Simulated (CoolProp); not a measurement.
A Linde-Hampson liquefier for normal hydrogen: isothermal reversible compression at 300 K from 1 atm to 20 MPa, throttling to 1 atm, return gas leaving the recuperator 2 K below the feed. Each further row changes one setting.

Values from CoolProp's reference Helmholtz-energy equation of state, Leachman 2009.

```csv
case,compression work (kJ/kg of gas)
as stated,6690
high pressure 40 MPa,7700
warm-end temperature 330 K,7340
warm-end gap 7 K,6690
```
